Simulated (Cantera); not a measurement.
Feed: 1 mol SiCl4, 17 mol O2, 0.11 mol H2, equilibrated at 1650 K and 15.0 Pa.

These are equilibrium values from Cantera (NASA tables, ideal gas, pure condensed phases), not measurements of a reactor. Candidate condensed phases: H2O, Si, SiO2; 30 gas species. The tables hold silica as quartz up to 1696 K and as liquid above; real silica turns to tridymite and cristobalite and melts near 1996 K. The numbers say what is thermodynamically allowed, not how fast it happens.

Base state: O2 0.798, Cl 0.189, HCl 0.0107, O 0.00189, Cl2 0.000249, OH 0.000103, H2O 0.000101, ClO 4.26e-5 (mole fractions); condensed: SiO2(β-quartz).

Task: What changes in the equilibrium state with this change: SiCl4 replaced by TEOS?

Result: 
| species | before | after |
|---|---|---|
| H2O | 0.000101 | 0.434 |
| CO2 | 0 | 0.344 |
| O2 | 0.798 | 0.214 |
| Cl | 0.189 | 0 |
| HCl | 0.0107 | 0 |
| CO | 0 | 0.00229 |
| Cl2 | 0.000249 | 0 |
| ClO | 4.26e-5 | 0 |
| H2 | 1.08e-7 | 0.000899 |
| H | 2.44e-6 | 0.000222 |
| SiO2(β-quartz), mol | 1.000 | 1.000 |
The feed counts by its element totals alone. Further candidate phases: C, C6H6, C7H8, C8H18, SiC.
